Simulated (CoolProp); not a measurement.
Vapour pressure (kPa) of R13: the reference equation beside estimates from Tc = 29.9 °C, pc = 3973 kPa, ω = 0.175.

Values from CoolProp's reference Helmholtz-energy equation of state, Platzer 1990. This equation is an older, rougher fit; its heat capacities, sound speeds and derivatives of the liquid may be far off and weren't checked against measurements.

| T (°C) | reference | Lee-Kesler | van der Waals | Soave-Redlich-Kwong | Peng-Robinson |
|---|---|---|---|---|---|
| -32.95 | 764.7 | 762.9 | 1459 | 766.7 | 758.3 |
| -28.85 | 872.4 | 870.5 | 1578 | [?] | 865.9 |
| -24.75 | 990.8 | 988.8 | 1703 | 996.3 | 984.6 |
| -20.65 | [?] | 1118 | 1833 | 1128 | 1115 |
| -16.55 | [?] | 1260 | 1970 | 1272 | 1257 |
| -12.45 | 1417 | 1414 | 2113 | 1430 | 1413 |
| -8.35 | [?] | [?] | 2263 | 1600 | [?] |
| -4.15 | 1771 | 1768 | 2423 | 1790 | 1771 |
| -0.05 | 1969 | 1965 | 2585 | 1991 | 1971 |
| 4.05 | 2182 | 2178 | 2754 | 2207 | 2187 |
| 8.15 | [?] | 2409 | 2929 | 2439 | [?] |

Task: Fill in the missing entries.

Result: 
- -28.85, Soave-Redlich-Kwong: 876.0
- -20.65, reference: 1121
- -16.55, reference: 1262
- -8.35, reference: 1585
- -8.35, Lee-Kesler: 1581
- -8.35, Peng-Robinson: 1583
- 8.15, reference: 2412
- 8.15, Peng-Robinson: 2420

Absolute difference from the reference over all 11 rows, mean and median: Lee-Kesler 0.2 and 0.2 %, van der Waals 51.9 and 49.1 %, Soave-Redlich-Kwong 0.8 and 0.9 %, Peng-Robinson 0.4 and 0.3 %.
